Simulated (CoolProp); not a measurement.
Values from CoolProp's reference Helmholtz-energy equation of state, Guder 2009.

Problem. Give the vapour pressure (MPa), enthalpy of vaporisation (kJ/kg), liquid cp (kJ/(kg K)) of saturated sulfur hexafluoride at 259.1, 287.6 K.

Solution. 
```tsv
T (K)	p (MPa)	enthalpy of vaporisation (kJ/kg)	liquid cp (kJ/(kg K))
259.1	0.831	93.1	0.964
287.6	1.83	72.4	1.16
```
